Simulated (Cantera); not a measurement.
Input: 1 mol SiH4, 0.58 mol N2, equilibrated at 1000 Pa.

These are equilibrium values from Cantera (NASA tables, ideal gas, pure condensed phases), not measurements of a reactor. Candidate condensed phases: Si, Si3N4; 18 gas species. N2 is the only nitrogen source here; it is nearly inert below about 1500 K, so the nitride shown seldom forms there in practice. Mutual solubility and eutectic melting of coexisting phases are not modelled. Gases not in the tables: Si2H6 and higher silanes. Rates play no part.

Which condensed phases are stable at each of these points (T (°C)): 550, 750, 950, 1150, 1350, 1550, 1750?


```tsv
T (°C)	condensed phases	Si condensed (%)
550	Si(s) + Si3N4(s)	100.0
750	Si(s) + Si3N4(s)	100.0
950	Si(s) + Si3N4(s)	100.0
1150	Si(s) + Si3N4(s)	100.0
1350	Si(s) + Si3N4(s)	100.0
1550	Si(l)	99.9
1750	Si(l)	98.3
```

From 550 °C to 1350 °C the condensed part is Si(s) + Si3N4(s). From 1550 °C to 1750 °C the condensed part is Si(l).
